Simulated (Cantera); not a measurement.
A Cantera script and its output.

```python
import numpy as np
import cantera as ct

gas = ct.Solution("h2o2.yaml")
gas.TPX = 1175, 100000, {'H2': 1, 'O2': 1.04, 'N2': 3.92}
reactor = ct.IdealGasConstPressureReactor(gas, energy="on", clone=False)
net = ct.ReactorNet([reactor])
net.rtol, net.atol = 1e-08, 1e-16
show = ['H2', 'O2', 'OH', 'O', 'H2O2']
times = np.geomspace(4e-06, 0.1, 13)

steps = ct.SolutionArray(gas, extra=["t"])
rows = []
print(f"{'t/s':>10s}{'T/K':>9s}{'P/Pa':>11s}" + "".join(f"{s:>11s}" for s in show))
for t in times:
    while net.time < t:
        t_next = net.step()
        steps.append(gas.state, t=t_next)
    rows.append([np.interp(t, steps.t, y) for y in (steps.T, steps.P, *steps(*show).X.T)])
    print(f"{t:10.3e}{rows[-1][0]:9.1f}{rows[-1][1]:11.4g}" + "".join(f"{x:11.3e}" for x in rows[-1][2:]))
rate = np.gradient(steps.T, steps.t)
print("integrator steps:", len(steps.t))
if steps.T.max() > steps.T[0] + 200:
    print(f"time of steepest temperature rise: {steps.t[rate.argmax()]:.4e} s")
gas.TPX = 1175, 100000, {'H2': 1, 'O2': 1.04, 'N2': 3.92}
gas.equilibrate("HP")
print(f"equilibrium (HP): T = {gas.T:.1f} K  " + "  ".join(f"{s} {gas[s].X[0]:.3e}" for s in show))
```

It prints:

```
       t/s      T/K       P/Pa         H2         O2         OH          O       H2O2
 4.000e-06   1175.0      1e+05  1.678e-01  1.745e-01  7.709e-10  1.423e-09  8.986e-12
 9.302e-06   1175.0      1e+05  1.678e-01  1.745e-01  5.369e-09  1.028e-08  6.147e-11
 2.163e-05   1175.0      1e+05  1.678e-01  1.745e-01  2.377e-07  4.569e-07  1.541e-09
 5.030e-05   1228.9      1e+05  1.399e-01  1.619e-01  1.894e-03  2.954e-03  2.336e-06
 1.170e-04   2095.4      1e+05  8.457e-03  9.296e-02  1.734e-02  1.155e-02  3.508e-07
 2.720e-04   2269.5      1e+05  2.754e-03  9.513e-02  1.180e-02  3.599e-03  2.122e-07
 6.325e-04   2311.0      1e+05  1.344e-03  9.624e-02  8.618e-03  1.753e-03  2.459e-07
 1.471e-03   2312.9      1e+05  1.280e-03  9.630e-02  8.432e-03  1.671e-03  2.506e-07
 3.420e-03   2312.9      1e+05  1.280e-03  9.630e-02  8.432e-03  1.671e-03  2.506e-07
 7.953e-03   2312.9      1e+05  1.280e-03  9.630e-02  8.432e-03  1.671e-03  2.506e-07
 1.849e-02   2312.9      1e+05  1.280e-03  9.630e-02  8.432e-03  1.671e-03  2.506e-07
 4.300e-02   2312.9      1e+05  1.280e-03  9.630e-02  8.432e-03  1.671e-03  2.506e-07
 1.000e-01   2312.9      1e+05  1.280e-03  9.630e-02  8.432e-03  1.671e-03  2.506e-07
integrator steps: 1158
time of steepest temperature rise: 5.5848e-05 s
equilibrium (HP): T = 2312.9 K  H2 1.280e-03  O2 9.630e-02  OH 8.432e-03  O 1.671e-03  H2O2 2.506e-07
```

Cantera simulation using the H2/O2 subset of GRI-Mech 3.0, which has no nitrogen chemistry; the numbers are that mechanism's predictions, not measurements.
